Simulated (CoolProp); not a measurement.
Model: reference Helmholtz-energy equation of state, Lemmon 2005, in CoolProp.

**Question.** Give the vapour pressure (kPa), vapour density (kg/m³), liquid cp (kJ/(kg K)), surface tension (mN/m) of saturated R125 at 287.3, 293.6, 312.6 K.

**Answer.** 
```json
[
 {"T (K)": "287.3", "p (kPa)": "1020", "vapour density (kg/m³)": "65.3", "liquid cp (kJ/(kg K))": "1.33", "surface tension (mN/m)": "5.15"},
 {"T (K)": "293.6", "p (kPa)": "1220", "vapour density (kg/m³)": "79.0", "liquid cp (kJ/(kg K))": "1.37", "surface tension (mN/m)": "4.39"},
 {"T (K)": "312.6", "p (kPa)": "1980", "vapour density (kg/m³)": "140", "liquid cp (kJ/(kg K))": "1.59", "surface tension (mN/m)": "2.25"}
]
```

Surface tension comes from a separate correlation (Mulero 2012).
